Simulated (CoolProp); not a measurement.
Acetone along the isobar 27.5 bar: density (kg/m³) from the reference equation and from simpler models built on Tc = 508.1 K, pc = 46.92 bar, ω = 0.307; each cubic takes its own stable root.

Model: reference Helmholtz-energy equation of state, Lemmon 2006, in CoolProp. It is a short technical equation, of lower accuracy than the large ones.

```
T (K)   phase  reference  van der Waals  Redlich-Kwong  Peng-Robinson
-----  ------  ---------  -------------  -------------  -------------
249.5  liquid      839.4          428.4          633.7          729.8
273.6  liquid      813.9          417.6          615.4          713.1
297.8  liquid      787.7          406.0          595.5          694.3
321.9  liquid      760.8          393.6          573.9          673.3
346.1  liquid      732.5          380.1          550.2          649.4
370.2  liquid      702.4          365.2          524.0          622.1
394.3  liquid      669.8          348.2          494.7          590.5
418.5  liquid      633.2          328.0          460.7          552.7
442.6  liquid      590.4          302.1          419.5          505.8
466.8  liquid      534.6          57.45          62.62          441.2
490.9     gas      57.89          51.27          53.75          56.00
```

At some of these states van der Waals, Redlich-Kwong gives the other phase, because its saturation line lies elsewhere.
